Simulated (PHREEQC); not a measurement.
Make-up at 25 °C: 0.25 mol Cu(NO3)2 and 0.261 mol H3BO3 per kg of water. It is in equilibrium with CO2 at log p = -3.4 (atm). Otherwise closed; pH follows from the charge balance.

Computed with PHREEQC (ion-association model, phreeqc.dat).

Precipitation was switched off in this run.

Problem. Predict the pH, activity of water, density.

Solution. pH 4.05; activity of water 0.983; density 1.040 g/cm³.

Problem. In which forms is C present?

Solution. CO2 82 %, CuHCO3+ 18 %, HCO3- 0.7 % of the C.

Ionic strength above about 0.7 mol/kgw puts this run outside the model's range. Species that the database lacks are ignored.
